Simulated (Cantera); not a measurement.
A freely propagating, adiabatic, planar premixed flame of CH₄ : O₂ : N₂ = 1 : 2.74 : 7.67 (molar parts), equivalence ratio 0.73, unburnt at 525 K and 5.00 bar; mixture-averaged transport, grid criteria slope 0.08 and curve 0.16, no radiation.

Cantera simulation using GRI-Mech 3.0 (53 species, 325 reactions); the numbers are that mechanism's predictions, not measurements. Burning velocities carry a grid error of a few per cent, more on coarse grids.

Problem. Predict: laminar burning velocity; thermal thickness; peak x(C₂H₆); peak x(C₂H₄).

Solution. 
| Item | Value |
|---|---|
| laminar burning velocity | 65.4 cm/s |
| thermal thickness | 0.0922 mm |
| peak x(C₂H₆) | 0.000598 |
| peak x(C₂H₄) | 0.000453 |
